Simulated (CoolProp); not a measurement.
1,2-dichloroethane at 298.79 K and 0.00781 MPa is compressed adiabatically to 0.056 MPa with isentropic efficiency 0.85. Each further row changes one setting.

The numbers come from the reference Helmholtz-energy equation of state, Thol 2015 in CoolProp.

```
case             work (kJ/kg)  final temperature (K)  final density (kg/m³)
---------------  ------------  ---------------------  ---------------------
as stated                63.8                  374.0                   1.81
efficiency 1             54.2                  363.3                   1.86
efficiency 0.65          83.4                  395.4                   1.71
```
